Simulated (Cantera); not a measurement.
Feed: 1 mol Si₃N₄, a varied amount of HF, 96 mol H₂, at 627 °C and 7.50 Torr.

These are equilibrium values from Cantera (NASA tables, ideal gas, pure condensed phases), not measurements of a reactor. Candidate condensed phases: Si, Si₃N₄; 37 gas species. Kinetics and transport are ignored.

Question: At 42 mol HF, list the 4 most abundant gas species with their mole fractions, and the condensed phases.

Answer: H₂ 0.745, HF 0.219, SiF₄ 0.0219, N₂ 0.0146. Condensed: gas only.
